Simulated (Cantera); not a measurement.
Cantera run:

```python
import numpy as np
import cantera as ct

gas_names = """
    C CH CH2 CH3 CH4 C2 C2H C2H2,acetylene C2H2,vinylidene C2H3,vinyl C2H4 C2H5 C2H6 C3 C3H3,propargyl
    C3H4,allene C3H4,propyne C3H4,cyclo- C3H5,allyl C3H6,propylene C3H6,cyclo- C3H7,n-propyl
    C3H7,i-propyl C3H8 C4 C4H2 C4H4,1,3-cyclo- C4H6,butadiene C4H6,2-butyne C4H6,cyclo- C4H8,1-butene
    C4H8,cis2-buten C4H8,tr2-butene C4H8,isobutene C4H8,cyclo- C4H9,n-butyl C4H9,i-butyl C4H9,s-butyl
    C4H9,t-butyl C4H10,isobutane C4H10,n-butane C5 C5H6,1,3cyclo- C5H8,cyclo- C5H10,1-pentene
    C5H10,cyclo- C5H11,pentyl C5H11,t-pentyl C5H12,n-pentane C5H12,i-pentane CH3C(CH3)2CH3 C6H2
    C6H5,phenyl C6H6 C6H10,cyclo- C6H12,1-hexene C6H12,cyclo- C6H13,n-hexyl C7H7,benzyl C7H8
    C7H14,1-heptene C7H15,n-heptyl C7H16,n-heptane C8H8,styrene C8H10,ethylbenz C8H16,1-octene
    C8H17,n-octyl C8H18,isooctane C8H18,n-octane C9H19,n-nonyl C10H8,naphthale C10H21,n-decyl
    C12H9,o-bipheny C12H10,bipheny H H2
""".split()
cond_names = """
    C(gr) C6H6(L) C7H8(L) C8H18(L),n-octa
""".split()


def load(file, names, dense=False):
    # The tables refer to 1 bar. Condensed volumes are neglected.
    table = {s.name: s for s in ct.Species.list_from_file(file)}
    out = []
    for n in names:
        d = dict(table[n].input_data)
        d["thermo"] = dict(d["thermo"], **{"reference-pressure": 1e5})
        if dense:
            d["equation-of-state"] = {"model": "constant-volume", "density": "1e6 g/cm^3"}
        out.append(ct.Species.from_dict(d))
    return out


gas = ct.Solution(thermo="ideal-gas", species=load("nasa_gas.yaml", gas_names))
cond = {s.name: ct.Solution(thermo="fixed-stoichiometry", species=[s], name=s.name)
        for s in load("nasa_condensed.yaml", cond_names, dense=True)}
atoms = {
    'C2H2': {'C': 2, 'H': 2},
    'H2': {'H': 2},
}
top_T = {'C(gr)': 4500}  # K; cautious upper limits of use, not melting points


def equilibrate(T, P, feed):
    n = {}
    for name, mol in feed.items():
        for a, k in atoms[name].items():
            n[a] = n.get(a, 0.0) + k * mol
    gas.TPX = T, P, n
    mass = sum(n.values()) * gas.mean_molecular_weight
    gas.equilibrate("TP")
    valid = [c for c in cond.values() if c.min_temp <= T <= top_T.get(c.name, c.max_temp)]
    mix = ct.Mixture([(gas, mass / gas.mean_molecular_weight)] + [(c, 0.0) for c in valid])
    mix.T, mix.P = T, P
    mix.equilibrate("TP", solver="vcs", rtol=1e-11, max_steps=5000)
    return mix


results = []
feed = {'C2H2': 1, 'H2': 0.38}  # mol
P = 17000  # Pa
for T in [1925, 2025, 2125, 2225, 2325, 2425, 2525, 2625, 2725, 2825]:
    mix = equilibrate(T, P, feed)
    results.append((T, P, feed, dict(zip(mix.species_names, mix.species_moles))))
    x = sorted(zip(gas.X, gas.species_names), reverse=True)
    print(f"T = {T:g} K  P = {P:g} Pa  gas = {mix.phase_moles(0):.4g} mol")
    print("   x: " + "  ".join(f"{s} {v:.3e}" for v, s in x if v > 0.001))
    print("   condensed (mol): " + ("  ".join(f"{mix.phase(i).name} {mix.phase_moles(i):.4g}"
          for i in range(1, mix.n_phases) if mix.phase_moles(i) > 1e-12) or "none"))
```

It prints:

```
T = 1925 K  P = 17000 Pa  gas = 1.381 mol
   x: H2 9.971e-01  H 2.315e-03
   condensed (mol): C(gr) 1.999
T = 2025 K  P = 17000 Pa  gas = 1.383 mol
   x: H2 9.944e-01  H 4.655e-03
   condensed (mol): C(gr) 1.997
T = 2125 K  P = 17000 Pa  gas = 1.386 mol
   x: H2 9.895e-01  H 8.761e-03  C2H2,acetylene 1.658e-03
   condensed (mol): C(gr) 1.995
T = 2225 K  P = 17000 Pa  gas = 1.391 mol
   x: H2 9.815e-01  H 1.556e-02  C2H2,acetylene 2.879e-03
   condensed (mol): C(gr) 1.992
T = 2325 K  P = 17000 Pa  gas = 1.398 mol
   x: H2 9.689e-01  H 2.626e-02  C2H2,acetylene 4.737e-03
   condensed (mol): C(gr) 1.987
T = 2425 K  P = 17000 Pa  gas = 1.41 mol
   x: H2 9.502e-01  H 4.231e-02  C2H2,acetylene 7.419e-03
   condensed (mol): C(gr) 1.979
T = 2525 K  P = 17000 Pa  gas = 1.427 mol
   x: H2 9.234e-01  H 6.534e-02  C2H2,acetylene 1.109e-02
   condensed (mol): C(gr) 1.968
T = 2625 K  P = 17000 Pa  gas = 1.45 mol
   x: H2 8.868e-01  H 9.697e-02  C2H2,acetylene 1.584e-02
   condensed (mol): C(gr) 1.953
T = 2725 K  P = 17000 Pa  gas = 1.483 mol
   x: H2 8.389e-01  H 1.386e-01  C2H2,acetylene 2.163e-02
   condensed (mol): C(gr) 1.933
T = 2825 K  P = 17000 Pa  gas = 1.527 mol
   x: H2 7.789e-01  H 1.911e-01  C2H2,acetylene 2.823e-02
   condensed (mol): C(gr) 1.907
```

Cantera equilibrium calculation (NASA polynomials, part measured and part estimated; ideal gas, pure solids and liquids).
